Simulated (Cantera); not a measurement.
A perfectly stirred reactor is fed with CO : H₂ : CH₄ : O₂ : N₂ : H₂O = 1 : 0.15 : 1.4 : 5.19 : 19.5 : 0.63 (molar parts), equivalence ratio 0.65, at 0.306 atm; it is adiabatic with a 475 K inlet, and is followed from long to short residence time, starting on the burning branch (τ in s: 0.099, 0.055, 0.031, 0.017, 0.0094, 0.0052, 0.0029, 0.0016, 0.00089, 0.00049, 0.00027, 0.00015, 8.4e-05).

Model: GRI-Mech 3.0 (53 species, 325 reactions), integrated in Cantera.

x: mole fraction; the columns are a selection and need not sum to one.

```
τ (s)    T (K)     x CO      x H₂     x CH₄    x C₂H₂   x H₂O    x HCO
-------  -----  -------  --------  --------  --------  ------  -------
0.099     1874  0.00230  0.000753   7.90e-6  1.26e-10   0.128  4.59e-8
0.055     1859  0.00320   0.00106   1.15e-5  1.73e-10   0.127  8.42e-8
0.031     1840  0.00436   0.00145   1.67e-5  2.35e-10   0.126  1.51e-7
0.017     1815  0.00590   0.00199   2.50e-5  3.31e-10   0.125  2.77e-7
0.0094    1784  0.00777   0.00263   3.81e-5  4.86e-10   0.123  4.98e-7
0.0052    1745   0.0100   0.00339   5.95e-5  7.66e-10   0.122  8.83e-7
0.0029    1700   0.0127   0.00420   9.60e-5   1.32e-9   0.120  1.53e-6
0.0016    1647   0.0162   0.00503  0.000165   2.64e-9   0.117  2.67e-6
0.00089   1586   0.0211   0.00579  0.000306   6.24e-9   0.115  4.62e-6
0.00049   1509      [?]       [?]       [?]       [?]   0.113      [?]
0.00027    475   0.0359   0.00538    0.0502    <1e-12  0.0226   <1e-12
0.00015    475   0.0359   0.00538    0.0502    <1e-12  0.0226   <1e-12
8.4e-5     475   0.0359   0.00538    0.0502    <1e-12  0.0226   <1e-12
```

Problem. Some entries are withheld; supply them.

Solution. 
- 0.00049, x CO: 0.0293
- 0.00049, x H₂: 0.00652
- 0.00049, x CH₄: 0.000670
- 0.00049, x C₂H₂: 2.04e-8
- 0.00049, x HCO: 8.28e-6
